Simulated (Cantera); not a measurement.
Feed: 1 mol SiH4, 29 mol H2O, at 88000 Pa.

Equilibrium computed with Cantera from the NASA thermochemical tables; the gas is ideal and each condensed phase is pure. Candidate condensed phases: H2O, Si, SiO2; 18 gas species. The tables hold silica as quartz up to 1696 K and as liquid above; real silica turns to tridymite and cristobalite and melts near 1996 K. Gases not in the tables: Si(OH)4. Rates play no part.

Question: Which condensed phases are stable at each of these points (T (K)): 750, 850, 950, 1050, 1150, 1250, 1350, 1450, 1550?

Answer: 
```
T (K)  condensed phases  Si condensed (%)
-----  ----------------  ----------------
750      SiO2(α-quartz)             100.0
850      SiO2(β-quartz)             100.0
950      SiO2(β-quartz)             100.0
1050     SiO2(β-quartz)             100.0
1150     SiO2(β-quartz)             100.0
1250     SiO2(β-quartz)             100.0
1350     SiO2(β-quartz)             100.0
1450     SiO2(β-quartz)             100.0
1550     SiO2(β-quartz)             100.0
```

At 750 K the condensed part is SiO2(α-quartz). From 850 K to 1550 K the condensed part is SiO2(β-quartz).
